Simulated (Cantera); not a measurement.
A closed system holds: 1 mol HMDSO, 16 mol NO, 2.8 mol H₂, at 1325 °C and 0.100 bar.

Method: chemical equilibrium by Gibbs-energy minimisation in Cantera with the NASA 1993 tables (ideal gas, pure condensed phases). Candidate condensed phases: C, C₆H₆, C₇H₈, C₈H₁₈, H₂O, Si, SiC, SiO₂, Si₂N₂O, Si₃N₄; 151 gas species. The feed counts by its element totals alone. The tables hold silica as quartz up to 1696 K and as liquid above; real silica turns to tridymite and cristobalite and melts near 1996 K. Gases not in the tables: Si(OH)₄. Rates play no part.

Base state: N₂ 0.310, H₂ 0.240, H₂O 0.217, CO 0.179, CO₂ 0.0540, H 8.25e-5 (mole fractions); condensed: SiO₂(β-quartz).

What changes in the equilibrium state with this change: temperature from 1325 °C to 1675 °C?


```
species                before     after
--------------------  -------  --------
N₂                      0.310     0.310
H₂O                     0.217     0.228
H₂                      0.240     0.228
CO₂                    0.0540    0.0431
CO                      0.179     0.189
SiO                   2.69e-7  0.000313
OH                    2.91e-6  0.000155
H                     8.25e-5   0.00171
SiO₂(β-quartz), mol      2.00         0
SiO₂(condensed), mol        0      1.99
```
